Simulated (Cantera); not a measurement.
# Ignition delay

Mixture: CH4 : CO : O2 : N2 = 1 : 0.37 : 3.52 : 23.6 (molar parts), at 13500 Torr, adiabatic and at constant pressure. Ignition delay is the time to a rise of 400 K.

Detailed kinetics in Cantera: GRI-Mech 3.0 (53 species, 325 reactions). The pressure lies above the range GRI-Mech 3.0 was tuned for (to about 10 atm).

| T0 (K) | delay (ms) |
|---|---|
| 1275 | 1.75 |
| 1350 | 0.744 |
| 1425 | 0.340 |
| 1500 | 0.164 |
| 1575 | 0.0834 |
| 1650 | 0.0443 |
| 1725 | 0.0248 |
| 1800 | 0.0145 |
| 1875 | 0.00901 |
| 1950 | 0.00591 |

```
Item                                                     Value
--------------------------------------------------  ----------
apparent activation energy between 1800 and 1950 K  180 kJ/mol
```
